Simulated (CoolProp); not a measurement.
Model: reference Helmholtz-energy equation of state, Lemmon 2006, in CoolProp. It is a short technical equation, of lower accuracy than the large ones.

**Question.** For acetone, give the phase and the Z, cp (kJ/(kg K)), cv (kJ/(kg K)), Joule-Thomson coefficient (K/MPa) at -1.25 °C and 8570 kPa.

**Answer.** 
- -1.25 °C and 8570 kPa: liquid; Z 0.268, cp 2.07, cv 1.51, Joule-Thomson coefficient -0.386
